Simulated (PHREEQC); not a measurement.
Dissolve 1 mmol/kgw Fe2(SO4)3, 0.091 mmol/kgw NaHSO4, 0.057 mmol/kgw NH4HSO4 and 0.011 mmol/kgw Na2B4O7 at 20 °C. Closed to the air; pH follows from the charge balance.

Computed with PHREEQC (ion-association model, phreeqc.dat).

No solid was allowed to form.

Task: Predict the pH, ionic strength.

Result: pH 3.07; ionic strength 0.00707 mol/kgw.

Task: In which forms is Fe present?

Result: FeSO4+ 53 %, FeOH+2 29 %, Fe+3 7.4 %, Fe(OH)2+ 7.1 %, Fe2(OH)2+4 2.2 %, Fe(SO4)2- 1.5 % of the Fe.

Saturation is exceeded, for instance for Fe(OH)3(a), Hematite (slow to form); the values hold only as long as no solid forms.
